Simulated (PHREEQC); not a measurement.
Dissolve 7.7 mmol/kgw HCl and 0.18 mmol/kgw FeSO4 at 25 °C. Closed to the air; pH follows from the charge balance.

Computed with PHREEQC (ion-association model, phreeqc.dat).

Precipitation was switched off in this run.

Problem. What pH, specific conductance does the model give?

Solution. pH 2.15; specific conductance 3090 µS/cm.

Problem. In which forms is S present?

Solution. SO4-2 65 %, HSO4- 34 %, FeSO4 1.0 % of the S.

Species that the database lacks are ignored.
